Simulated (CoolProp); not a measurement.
Octamethyltrisiloxane (MDM) along the isotherm 301.85 °C: density (kg/m³) from the reference equation and from simpler models built on Tc = 292.2 °C, pc = 14.38 bar, ω = 0.528; each cubic takes its own stable root.

Computed with CoolProp (reference Helmholtz-energy equation of state, Thol 2017).

```json
[
 {"p (bar)": "1.8", "phase": "gas", "reference": "9.280", "van der Waals": "9.246", "Redlich-Kwong": "9.293"},
 {"p (bar)": "3.59", "phase": "gas", "reference": "19.38", "van der Waals": "19.22", "Redlich-Kwong": "19.42"},
 {"p (bar)": "5.39", "phase": "gas", "reference": "30.65", "van der Waals": "30.24", "Redlich-Kwong": "[?]"},
 {"p (bar)": "7.19", "phase": "gas", "reference": "43.45", "van der Waals": "42.59", "Redlich-Kwong": "43.57"},
 {"p (bar)": "8.98", "phase": "gas", "reference": "58.33", "van der Waals": "56.71", "Redlich-Kwong": "58.40"},
 {"p (bar)": "10.8", "phase": "gas", "reference": "76.86", "van der Waals": "73.97", "Redlich-Kwong": "76.74"},
 {"p (bar)": "12.6", "phase": "gas", "reference": "101.2", "van der Waals": "96.28", "Redlich-Kwong": "[?]"},
 {"p (bar)": "14.4", "phase": "supercritical", "reference": "[?]", "van der Waals": "132.9", "Redlich-Kwong": "138.5"},
 {"p (bar)": "16.2", "phase": "supercritical", "reference": "236.6", "van der Waals": "242.2", "Redlich-Kwong": "255.2"},
 {"p (bar)": "18", "phase": "supercritical", "reference": "355.1", "van der Waals": "272.2", "Redlich-Kwong": "[?]"},
 {"p (bar)": "19.8", "phase": "supercritical", "reference": "389.6", "van der Waals": "288.4", "Redlich-Kwong": "334.8"},
 {"p (bar)": "21.6", "phase": "supercritical", "reference": "409.4", "van der Waals": "[?]", "Redlich-Kwong": "352.8"}
]
```

**Question.** Complete the blanks.

**Answer.** 
- 5.39, Redlich-Kwong: 30.74
- 12.6, Redlich-Kwong: 100.6
- 14.4, reference: 139.0
- 18, Redlich-Kwong: 309.1
- 21.6, van der Waals: 300.0
